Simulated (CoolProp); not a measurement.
The fluid at 421.62 K and 5.21 MPa (gas) is heated at constant pressure to 519 K. The same conditions are run with several fluids, on thermodynamics alone (safety and materials aside).

Computed with CoolProp (reference Helmholtz-energy equation of state of each fluid (sulfur dioxide: Gao 2016; carbon dioxide: Span 1996; ammonia: Gao 2020; dimethyl ether: Wu 2011)).

Task: Rank sulfur dioxide, carbon dioxide, ammonia, dimethyl ether by heat (kJ/kg), highest first.

Result: ammonia (290), dimethyl ether (242), carbon dioxide (106), sulfur dioxide (102)

| fluid | final density (kg/m³) |
|---|---|
| sulfur dioxide | 88.2 |
| carbon dioxide | 54.8 |
| ammonia | 22.1 |
| dimethyl ether | 65.3 |
